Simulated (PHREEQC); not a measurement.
Make-up at 50 °C: 8.7 mmol/kgw HCl, 0.059 mmol/kgw AlCl3 and 150 mmol/kgw MgCl2. Closed to the air; pH follows from the charge balance.

All values are PHREEQC results (ion-association model, phreeqc.dat), not measurements.

```
Property                     Result
--------------------  -------------
pH                             2.18
ionic strength        0.459 mol/kgw
activity of water             0.992
specific conductance    43700 µS/cm
density                 1.000 g/cm³
total alkalinity       -8.70 meq/kg
```

```csv
species,molality,activity,log γ
Cl-,0.309,0.199,-0.191
Mg+2,0.150,0.0418,-0.555
H+,0.00870,0.00661,-0.120
Al+3,5.88e-5,4.94e-6,-1.076
AlOH+2,1.56e-7,3.45e-8,-0.653
```

Precipitation was switched off in this run. Species that the database lacks are ignored. Constants without temperature data keep their 25 °C values here.
